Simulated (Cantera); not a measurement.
An isothermal, constant-pressure homogeneous reactor starts with 0.518 % CH4, 5.28 % O2, 94.2 % N2, equivalence ratio 0.20, at 1423 K and 3750 Torr.

Model: GRI-Mech 3.0 (53 species, 325 reactions), integrated in Cantera.

Question: Predict: x(O2) at 40.0 s; x(NO) at 40.0 s.

Answer: 
```json
{
  "x(O2) at 40.0 s": "0.0424 (gas-phase equilibrium 0.0422)",
  "x(NO) at 40.0 s": "5.35e-7 (gas-phase equilibrium 0.000405)"
}
```
